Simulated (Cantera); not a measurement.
Cantera run, input and output.

```python
import numpy as np
import cantera as ct

gas = ct.Solution("gri30.yaml")


def delay(T, t_max=10):
    gas.TPX = T, 530000, {'CO': 1, 'H2': 0.14, 'CH4': 0.26, 'O2': 2.32, 'N2': 8.72}
    reactor = ct.IdealGasReactor(gas, clone=False)
    net = ct.ReactorNet([reactor])
    net.rtol, net.atol = 1e-8, 1e-16
    while net.time < t_max:
        t_old, T_old = net.time, reactor.T
        net.step()
        if reactor.T > T + 400:  # ignition: a rise of 400 K
            return t_old + (T + 400 - T_old) / (reactor.T - T_old) * (net.time - t_old)
    return np.nan


taus = []
for T in [950, 1025, 1100, 1175, 1250, 1325, 1400, 1475]:
    taus.append(delay(T))
    print(f"T0 = {T:6g} K   tau = {taus[-1]:.4e} s")
```

It prints:

```
T0 =    950 K   tau = 3.3096e-02 s
T0 =   1025 K   tau = 4.7304e-03 s
T0 =   1100 K   tau = 1.1097e-03 s
T0 =   1175 K   tau = 4.0598e-04 s
T0 =   1250 K   tau = 1.8924e-04 s
T0 =   1325 K   tau = 1.0129e-04 s
T0 =   1400 K   tau = 5.9590e-05 s
T0 =   1475 K   tau = 3.7760e-05 s
```

Cantera simulation using GRI-Mech 3.0 (53 species, 325 reactions); the numbers are that mechanism's predictions, not measurements. Below about 1000 K GRI-Mech 3.0 lacks low-temperature oxidation paths.
